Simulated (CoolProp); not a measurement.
Vapour-liquid equilibrium of CHF3 (R23) (1) + R152A (2) at -71.45 °C; x and y are mole fractions of (1).

The numbers come from the multi-fluid Helmholtz-energy mixture model, Penoncello 2003 and Outcalt 1996; pair parameters Bell 2016 in CoolProp.

| x | bubble pressure, mixture model (MPa) | bubble pressure, Raoult's law (MPa) | y, mixture model | y, Raoult's law |
|---|---|---|---|---|
| 0.05 | 0.01398 | 0.01555 | 0.529 | 0.579 |
| 0.2 | 0.03696 | 0.04151 | 0.848 | 0.867 |
| 0.35 | 0.06203 | 0.06747 | 0.926 | 0.934 |
| 0.5 | 0.08852 | 0.09343 | 0.960 | 0.963 |
| 0.65 | 0.1158 | 0.1194 | 0.979 | 0.980 |
| 0.8 | 0.1432 | 0.1454 | 0.990 | 0.991 |
| 0.95 | 0.1707 | 0.1713 | 0.998 | 0.998 |

The largest gap from Raoult's law is -11.0 % in bubble pressure, at x = 0.2. No azeotrope shows between x = 0.05 and 0.95.

Pair parameters are fitted to limited data, so mixtures are less certain than the pure fluids.
